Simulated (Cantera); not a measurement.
Charge: 1 mol SiO₂, 580 mol H₂, 0.068 mol H₂O, held at 877 °C and 1.30 mbar.

These are equilibrium values from Cantera (NASA tables, ideal gas, pure condensed phases), not measurements of a reactor. Candidate condensed phases: H₂O, Si, SiO₂; 18 gas species. The tables hold silica as quartz up to 1696 K and as liquid above; real silica turns to tridymite and cristobalite and melts near 1996 K. Kinetics and transport are ignored.

Q: What is the equilibrium state?

A: 
```json
{
  "x(H₂)": "1.000",
  "x(H₂O)": "0.000117",
  "x(H)": "2.07e-6",
  "n(SiO₂(β-quartz))": "1.000 mol",
  "gas_amount": "580.1 mol",
  "log10 activity of Si(s) (absent)": "-7.38"
}
```
